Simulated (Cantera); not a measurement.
Mixture: CH4 : O2 : N2 = 1 : 1.54 : 5.78 (molar parts), at 2480 Torr, adiabatic and at constant pressure. Ignition delay is the time to a rise of 400 K.

Cantera simulation using GRI-Mech 3.0 (53 species, 325 reactions); the numbers are that mechanism's predictions, not measurements.

Q: At T0 = 1173 K, what is the delay, and which 8 reactions control it most (d ln τ / d ln k, from doubling and halving each rate constant)?

A: The delay is 25.2 ms.
```json
[
 {"reaction": "2 CH3 (+M) <=> C2H6 (+M)", "d ln τ / d ln k": "0.56", "faster rate": "lengthens it"},
 {"reaction": "CH3 + O2 <=> CH2O + OH", "d ln τ / d ln k": "-0.38", "faster rate": "shortens it"},
 {"reaction": "CH2O + O2 <=> HCO + HO2", "d ln τ / d ln k": "-0.36", "faster rate": "shortens it"},
 {"reaction": "CH3 + HO2 <=> CH3O + OH", "d ln τ / d ln k": "-0.30", "faster rate": "shortens it"},
 {"reaction": "CH3 + O2 <=> CH3O + O", "d ln τ / d ln k": "-0.28", "faster rate": "shortens it"},
 {"reaction": "CH4 + H <=> CH3 + H2", "d ln τ / d ln k": "0.24", "faster rate": "lengthens it"},
 {"reaction": "CH2O + CH3 <=> CH4 + HCO", "d ln τ / d ln k": "-0.19", "faster rate": "shortens it"},
 {"reaction": "CH3O + O2 <=> CH2O + HO2", "d ln τ / d ln k": "-0.18", "faster rate": "shortens it"}
]
```
